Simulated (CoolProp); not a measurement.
Computed with CoolProp (reference Helmholtz-energy equation of state, Zhou 2011).

Problem. For dimethyl carbonate, give the phase and the Z, cp (kJ/(kg K)), expansivity (1/kK) at 430.3 K and 7050 kPa; 462 K and 7050 kPa.

Solution. 
- 430.3 K and 7050 kPa: liquid; Z 0.200, cp 2.12, expansivity 1.74
- 462 K and 7050 kPa: liquid; Z 0.198, cp 2.22, expansivity 2.03
